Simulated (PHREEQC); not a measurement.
Synthetic water in mmol/kgw, 25 °C, pH 3.32, pe 8.2: Na 99.3; K 11.5; Ca 0.066; Mg 5.47; Cl 6.78; S(6) 55.2; Cu(2) 0.204; Ni 0.193; Mn(2) 0.201; Br 0.353.

Valence states are taken as typed.

Model: ion-association model, wateq4f.dat, run in PHREEQC.

```
quantity                      before   after
---------------------------  -------  ------
ionic strength (mol/kgw)       0.153   0.545
Na+ (mol/kgw)                 0.0928   0.346
SO4-2 (mol/kgw)               0.0436   0.145
K+ (mol/kgw)                  0.0105  0.0387
NaSO4- (mol/kgw)             0.00650  0.0513
MgSO4 (mol/kgw)              0.00294  0.0139
SI of Gypsum (CaSO4:2H2O)      -2.20   -1.50
SI of Epsomite (MgSO4:7H2O)    -2.75   -2.07
```

### Question
What was changed between the two runs?
(A) Cl from 6.78 to 3.39 mmol/kgw
(B) all concentrations times 4 at the same typed pH
(C) S(6) from 55.2 to 27.6 mmol/kgw

### Answer
B, all concentrations times 4 at the same typed pH

This is a speciation only: nothing precipitates in the calculation.
